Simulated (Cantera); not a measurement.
A freely propagating, adiabatic, planar premixed flame of H2 : O2 : N2 = 1 : 0.455 : 1.27 (molar parts), equivalence ratio 1.1, unburnt at 550 K and 500000 Pa; mixture-averaged transport, grid criteria slope 0.08 and curve 0.16, no radiation.

Model: the H2/O2 subset of GRI-Mech 3.0, which has no nitrogen chemistry, integrated in Cantera. The hydrogen kinetics of GRI-Mech 3.0 are dated; newer H2 mechanisms differ, most at raised pressure. Burning velocities carry a grid error of a few per cent, more on coarse grids.

Question: How do the results move with these cheaper or finer settings: unity-Lewis-number transport; multicomponent transport; multicomponent+Soret transport; grid criteria slope 0.5, curve 1; grid criteria slope 0.25, curve 0.5; grid criteria slope 0.03, curve 0.06?

Answer: 
| setting | laminar burning velocity | thermal thickness | peak x(O) | peak x(OH) | grid points |
|---|---|---|---|---|---|
| as above | 889 cm/s | 0.0523 mm | 0.0116 | 0.0252 | 107 |
| unity-Lewis-number transport | 630 cm/s | 0.0446 mm | 0.0119 | 0.0252 | 100 |
| multicomponent transport | 874 cm/s | 0.0522 mm | 0.0116 | 0.0251 | 107 |
| multicomponent+Soret transport | 821 cm/s | 0.0511 mm | 0.0115 | 0.0252 | 107 |
| grid criteria slope 0.5, curve 1 | 1000 cm/s | 0.0652 mm | 0.0123 | 0.0262 | 38 |
| grid criteria slope 0.25, curve 0.5 | 947 cm/s | 0.0582 mm | 0.0121 | 0.0258 | 48 |
| grid criteria slope 0.03, curve 0.06 | 879 cm/s | 0.0510 mm | 0.0115 | 0.0250 | 248 |
Unity Lewis numbers drop preferential diffusion, which matters most where H2 and H carry the flame; Soret adds thermal diffusion.
